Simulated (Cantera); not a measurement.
A diamond (100) surface in a fixed gas of H2 with x(CH4) = 0.016, x(H) = 0.005, at 1050 K, 32.3 Torr; coverages are run to steady state.

Computed with Cantera and the Harris–Goodwin 1993 mechanism for the reconstructed diamond (100) surface.

θ: site fractions in the mechanism's names (c6HH fully hydrogenated, c6H* and c6*H radical sites, c6** diradical, c6HM methylated).

```
x(CH3)   growth (µm/h)  θ c6HH  θ c6H*  θ c6*H   θ c6**    θ c6HM
-------  -------------  ------  ------  ------  -------  --------
1e-06                …   0.553  0.0229   0.410   0.0135   7.76e-5
2.7e-06              …   0.553  0.0229   0.410   0.0135  0.000209
7.1e-06              …   0.553  0.0229   0.410   0.0134  0.000550
1.9e-05              …   0.552  0.0229   0.409   0.0134   0.00147
5.1e-05              …   0.550  0.0228   0.408   0.0134   0.00393
0.00014              …   0.545  0.0226   0.404   0.0132    0.0107
0.00036              …   0.533  0.0220   0.394   0.0127    0.0267
0.00097              …   0.502  0.0207   0.369   0.0116    0.0667
0.0026               …   0.437  0.0178   0.319  0.00928     0.151
```

Task: What belongs in the gaps?

Result: 
- 1e-06, growth (µm/h): 0.0247
- 2.7e-06, growth (µm/h): 0.0666
- 7.1e-06, growth (µm/h): 0.175
- 1.9e-05, growth (µm/h): 0.468
- 5.1e-05, growth (µm/h): 1.25
- 0.00014, growth (µm/h): 3.39
- 0.00036, growth (µm/h): 8.48
- 0.00097, growth (µm/h): 21.2
- 0.0026, growth (µm/h): 47.8
